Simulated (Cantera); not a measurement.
An isothermal, constant-pressure homogeneous reactor starts with CO : O2 : H2O : N2 = 0.0051 : 0.01 : 0.00072 : 1 (molar parts), equivalence ratio 0.26, at 1025 K and 250000 Pa. Integrator tolerance rtol = 1e-08.

Computed with Cantera and GRI-Mech 3.0 (53 species, 325 reactions).

Question: What does this change do: CO 0.0051 to 0.028 parts?

Answer: 
```json
[
 {"quantity": "x(CO) at 40.0 s", "before": "5.03e-5 (gas-phase equilibrium 5.21e-12)", "after": "0.00766 (gas-phase equilibrium 0.00754)"},
 {"quantity": "x(O2) at 40.0 s", "before": "0.00738 (gas-phase equilibrium 0.00735)", "after": "5.31e-9 (gas-phase equilibrium <1e-12)"},
 {"quantity": "x(H2O) at 40.0 s", "before": "0.000710 (gas-phase equilibrium 0.000711)", "after": "0.000580 (gas-phase equilibrium 0.000467)"},
 {"quantity": "x(N2O) at 40.0 s", "before": "1.00e-6 (gas-phase equilibrium 1.22e-9)", "after": "7.19e-8 (gas-phase equilibrium <1e-12)"},
 {"quantity": "x(OH) at 40.0 s", "before": "1.14e-8 (gas-phase equilibrium 5.39e-9)", "after": "1.38e-10 (gas-phase equilibrium <1e-12)"},
 {"quantity": "x(NO2) at 40.0 s", "before": "2.29e-8 (gas-phase equilibrium 1.15e-7)", "after": "<1e-12 (gas-phase equilibrium <1e-12)"}
]
```
